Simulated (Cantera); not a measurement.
## Thermodynamics of abatement and gas-phase synthesis, feed SF6 + O2 + H2

A closed system holds: 1 mol SF6, 2 mol O2, 18 mol H2, equilibrated at 1823 K.

These are equilibrium values from Cantera (NASA tables, ideal gas, pure condensed phases), not measurements of a reactor. Candidate condensed phases: H2O, H2SO4, S; 43 gas species. The ideal-gas law is rough above about 30 bar. Equilibrium is a limit: real reactors are often held back by kinetics, nucleation or transport.

| P (Pa) | x H2 | x HF | x H2O | x H2S | x H | x S2 | x SO |
|---|---|---|---|---|---|---|---|
| 10 | 0.512 | 0.270 | 0.147 | 0.000397 | 0.0310 | 0.00598 | 0.0133 |
| 120 | 0.515 | 0.276 | 0.167 | 0.00202 | 0.00897 | 0.0128 | 0.00636 |
| 1400 | 0.507 | 0.279 | 0.180 | 0.00735 | 0.00261 | 0.0149 | 0.00220 |
| 17000 | 0.495 | 0.282 | 0.186 | 0.0210 | 0.000739 | 0.0106 | 0.000565 |
| 210000 | 0.482 | 0.284 | 0.189 | 0.0391 | 0.000208 | 0.00313 | 9.13e-5 |
| 2500000 | 0.477 | 0.285 | 0.190 | 0.0462 | 5.98e-5 | 0.000374 | 9.29e-6 |
| 30000000 | 0.476 | 0.285 | 0.190 | 0.0474 | 1.73e-5 | 3.28e-5 | 7.96e-7 |
x: gas mole fraction; nothing condenses.

From 10.0 Pa to 300 bar nothing is condensed.
